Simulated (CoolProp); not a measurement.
Properties of neopentane at several states.

Computed with CoolProp (reference Helmholtz-energy equation of state, Lemmon 2006). It is a short technical equation, of lower accuracy than the large ones.

```tsv
T (K)	p (MPa)	phase	density (kg/m³)	cp (kJ/(kg K))	speed of sound (m/s)	expansivity (1/kK)
352.3	0.0982	gas	2.469	___	___	3.032
349.8	7.45	liquid	541.7	2.553	709.6	2.129
470.4	3.04	gas	80.34	___	172.3	6.732
482	0.0154	gas	0.2776	___	___	2.083
304.6	1.59	liquid	579.9	2.337	836.6	1.922
```

**Question.** Some entries are withheld; supply them.

**Answer.** 
- 352.3, cp (kJ/(kg K)): 1.962
- 352.3, speed of sound (m/s): 204.0
- 470.4, cp (kJ/(kg K)): 2.957
- 482, cp (kJ/(kg K)): 2.517
- 482, speed of sound (m/s): 241.0
